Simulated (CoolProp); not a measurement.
Vapour-liquid equilibrium of propylene (1) + 1-butene (2) at 12.1 kPa; x and y are mole fractions of (1).

Values from CoolProp's multi-fluid Helmholtz-energy mixture model, Lemmon 2013 and Lemmon 2005; pair parameters Bell 2016.

Give the bubble temperature and the first vapour's composition at x = 0.425, 0.725, 0.875. Is there an azeotrope?

x = 0.425: -74.2 °C, y = 0.883; x = 0.725: -81.2 °C, y = 0.968; x = 0.875: -83.7 °C, y = 0.988. No azeotrope shows between x = 0.05 and 0.95.

The pair parameters rest on a limited set of measurements; away from them the model extrapolates.
